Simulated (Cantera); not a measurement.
Charge: 1 mol C, 0.087 mol O₂, 0.74 mol N₂, 5.9 mol H₂O, held at 1075 K and 2.60 bar.

Equilibrium computed with Cantera from the NASA thermochemical tables; the gas is ideal and each condensed phase is pure. Candidate condensed phases: C, C₆H₆, C₇H₈, C₈H₁₈, H₂O; 136 gas species. Equilibrium is a limit: real reactors are often held back by kinetics, nucleation or transport.

Base state: H₂O 0.566, H₂ 0.206, CO₂ 0.0978, N₂ 0.0969, CO 0.0331, NH₃ 2.77e-5, CH₄ 1.96e-5 (mole fractions); condensed: gas only.

Q: What changes in the equilibrium state with this change: temperature from 1075 K to 2148.15 K?

A: 
```json
[
 {"species": "H₂O", "before": "0.566", "after": "0.608"},
 {"species": "H₂", "before": "0.206", "after": "0.163"},
 {"species": "N₂", "before": "0.0969", "after": "0.0968"},
 {"species": "CO₂", "before": "0.0978", "after": "0.0552"},
 {"species": "CO", "before": "0.0331", "after": "0.0756"},
 {"species": "OH", "before": "<1e-9", "after": "0.000502"},
 {"species": "H", "before": "4.13e-9", "after": "0.00104"},
 {"species": "CH₄", "before": "1.96e-5", "after": "<1e-9"},
 {"species": "NO", "before": "<1e-9", "after": "1.62e-5"}
]
```

Q: What changes in the equilibrium state with this change: C replaced by C₃H₈?

A: 
| species | before | after |
|---|---|---|
| H₂ | 0.206 | 0.545 |
| H₂O | 0.566 | 0.177 |
| CO | 0.0331 | 0.161 |
| N₂ | 0.0969 | 0.0548 |
| CO₂ | 0.0978 | 0.0562 |
| CH₄ | 1.96e-5 | 0.00565 |
| NH₃ | 2.77e-5 | 8.97e-5 |

Q: What changes in the equilibrium state with this change: H₂O from 5.9 to 0.21 mol?

A: 
```json
[
 {"species": "N₂", "before": "0.0969", "after": "0.574"},
 {"species": "CO", "before": "0.0331", "after": "0.244"},
 {"species": "H₂", "before": "0.206", "after": "0.146"},
 {"species": "H₂O", "before": "0.566", "after": "0.0117"},
 {"species": "CO₂", "before": "0.0978", "after": "0.0211"},
 {"species": "CH₄", "before": "1.96e-5", "after": "0.00251"},
 {"species": "NH₃", "before": "2.77e-5", "after": "4.03e-5"},
 {"species": "C(graphite), mol", "before": "0", "after": "0.655"}
]
```
